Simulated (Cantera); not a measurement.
Charge: 1 mol C2H4, 0.23 mol H2O, 1.3 mol H2, at 302 °C and 16.0 bar.

Equilibrium computed with Cantera from the NASA thermochemical tables; the gas is ideal and each condensed phase is pure. Candidate condensed phases: C, C6H6, C7H8, C8H18, H2O; 110 gas species. The numbers say what is thermodynamically allowed, not how fast it happens.

Base state: CH4 0.864, H2O 0.118, H2 0.0167, CO2 0.00187, C2H6 1.44e-5 (mole fractions); condensed: C(graphite).

Question: What changes in the equilibrium state with this change: H2 from 1.3 to 93 mol?

Answer: 
```json
[
 {"species": "H2", "before": "0.0167", "after": "0.976"},
 {"species": "CH4", "before": "0.864", "after": "0.0215"},
 {"species": "H2O", "before": "0.118", "after": "0.00247"},
 {"species": "CO2", "before": "0.00187", "after": "<1e-9"},
 {"species": "C2H6", "before": "1.44e-5", "after": "<1e-9"},
 {"species": "C(graphite), mol", "before": "0.359", "after": "0"}
]
```

Question: What changes in the equilibrium state with this change: C2H4 replaced by C2H5OH?

Answer: 
```csv
species,before,after
CH4,0.864,0.589
H2O,0.118,0.370
CO2,0.00187,0.0272
H2,0.0167,0.0138
CO,6.69e-6,2.55e-5
C2H6,1.44e-5,8.10e-6
"C(graphite), mol",0.359,0.212
```
